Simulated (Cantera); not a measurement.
Feed: 1 mol MgCO3, 7.9 mol CO2, a varied amount of H2O, held at 1975 K and 0.000200 bar.

Cantera equilibrium calculation (NASA polynomials, part measured and part estimated; ideal gas, pure solids and liquids). Candidate condensed phases: C, C6H6, C7H8, C8H18, H2O, Mg, MgCO3, MgO, Mg(OH)2; 116 gas species. The numbers say what is thermodynamically allowed, not how fast it happens.

Q: At 4.7 mol H2O, list the 7 most abundant gas species with their mole fractions, and the condensed phases.

A: CO2 0.458, H2O 0.277, CO 0.131, O2 0.0696, OH 0.0192, H2 0.0177, H 0.0129. Condensed: MgO(s).
